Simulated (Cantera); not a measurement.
Charge: 1 mol Fe₃O₄, 1.8 mol CO, 3.5 mol H₂, 0.6 mol CH₄, held at 0.0310 bar.

These are equilibrium values from Cantera (NASA tables, ideal gas, pure condensed phases), not measurements of a reactor. Candidate condensed phases: C, C₆H₆, C₇H₈, C₈H₁₈, Fe, Fe(CO)₅, FeO, Fe(OH)₂, Fe(OH)₃, Fe₂O₃, Fe₃O₄, H₂O; 114 gas species. The tables' stoichiometric FeO is somewhat more stable than real wüstite, so its field is too wide. FeO: taken at fixed stoichiometry. Kinetics and transport are ignored. All values below are at 2425 K.

Base state: Fe 0.247, H₂O 0.235, H₂ 0.206, CO 0.202, H 0.0462, CO₂ 0.0384, FeO 0.0129, OH 0.00997 (mole fractions); condensed: FeO(l).

Problem. What changes in the equilibrium state with this change: pressure from 0.0310 bar to 0.400 bar?

Solution. 
```csv
species,before,after
H₂,0.206,0.413
CO,0.202,0.295
H₂O,0.235,0.202
Fe,0.247,0.0445
FeO,0.0129,0.00100
H,0.0462,0.0182
CO₂,0.0384,0.0241
O₂,0.000699,1.00e-5
O,0.00149,4.95e-5
OH,0.00997,0.00169
Fe(OH)₂,0.000434,0.000373
"FeO(l), mol",0.399,1.67
"Fe(l), mol",0,0.981
```
Each liquid is taken as pure. Mutual solubility and eutectic melting of coexisting phases are not modelled.

Problem. What changes in the equilibrium state with this change: H₂ from 3.5 to 8.9 mol?

Solution. 
```tsv
species	before	after
H₂	0.206	0.403
H₂O	0.235	0.190
Fe	0.247	0.183
CO	0.202	0.138
CO₂	0.0384	0.0109
FeO	0.0129	0.00395
H	0.0462	0.0645
O₂	0.000699	0.000120
Fe(OH)₂	0.000434	0.000107
O	0.00149	0.000615
OH	0.00997	0.00576
FeO(l), mol	0.399	0
```
